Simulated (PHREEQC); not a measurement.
# Hard or scaling water: speciation

Dissolve 5.2 mmol/kgw CaCl2 and 48 mmol/kgw Na2HPO4 at 25 °C. Closed to the air; pH follows from the charge balance.

Computed with PHREEQC (ion-association model, phreeqc.dat).

Each row changes one thing in this solution. Precipitation was switched off in this run.

```csv
case,pH,ionic strength (mol/kgw),HPO4-2 (mol/kgw),CaHPO4 (mol/kgw),NaHPO4- (mol/kgw),H2PO4- (mol/kgw),SI of Halite (NaCl),SI of Hydroxyapatite (Ca5(PO4)3OH)
as made,8.27,0.137,0.0398,0.00263,0.00246,0.00154,-4.83,+13.69
CaCl2 from 0.0052 to 0.00468 mol/kgw,8.29,0.137,0.0403,0.00232,0.00249,0.00146,-4.87,+13.53
CaCl2 from 0.0052 to 0.00572 mol/kgw,8.24,0.137,0.0394,0.00293,0.00243,0.00161,-4.78,+13.83
0.028 mol/kgw NH3 added,9.98,0.142,0.0396,0.000164,0.00242,2.92e-5,-4.83,+14.54
temperature from 25 to 55 °C,8.10,0.135,0.0394,0.00267,0.00230,0.00182,-4.86,+14.44
diluted 5-fold with water,8.43,0.0284,0.00839,0.000416,0.000167,0.000315,-6.11,+11.25
```

Species that the database lacks are ignored. Some of these states are supersaturated (in Hydroxyapatite, for instance). Constants without temperature data keep their 25 °C values here.
